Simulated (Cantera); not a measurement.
A perfectly stirred reactor is fed with 10.2 % CH3OH, 18.9 % O2, 70.9 % N2, equivalence ratio 0.81, at 1.60 bar; it is adiabatic with a 525 K inlet, and is followed from long to short residence time, starting on the burning branch (τ in s: 0.48, 0.2, 0.086, 0.036, 0.015, 0.0065, 0.0027, 0.0011, 0.00048, 0.0002, 8.6e-05).

Cantera simulation using GRI-Mech 3.0 (53 species, 325 reactions); the numbers are that mechanism's predictions, not measurements. GRI-Mech 3.0 was tuned for natural gas; its chemistry of methanol as a main component is partial and can be far from experiment.

One state of this run: T (K) = 2108; x CH3OH = 1.27e-5; x O2 = 0.0374; x C2H = <1e-12; x H2O = 0.185; x CO = 0.00854. x: mole fraction; the columns are a selection and need not sum to one.

Problem. Which value of τ (s) does it belong to?
A) 0.48
B) 0.0027
C) 0.00020
D) 0.015

Solution. B, 0.0027
